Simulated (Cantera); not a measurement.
An adiabatic, constant-pressure homogeneous reactor starts with CH4 : O2 : N2 : CO2 = 1 : 1.25 : 4.7 : 0.51 (molar parts), at 1350 K and 760 Torr.

Cantera simulation using GRI-Mech 3.0 (53 species, 325 reactions); the numbers are that mechanism's predictions, not measurements.

**Question.** Predict: time of steepest temperature rise; temperature at 0.100 s; equilibrium temperature; x(O2) at 0.100 s; x(CO2) at 0.100 s; x(HCN) at 0.100 s.

**Answer.** 
- time of steepest temperature rise = 9.09 ms
- temperature at 0.100 s = 2491 K
- equilibrium temperature = 2491 K
- x(O2) at 0.100 s = 0.000294 (gas-phase equilibrium 0.000294)
- x(CO2) at 0.100 s = 0.0600 (gas-phase equilibrium 0.0600)
- x(HCN) at 0.100 s = 1.58e-8 (gas-phase equilibrium 1.58e-8)
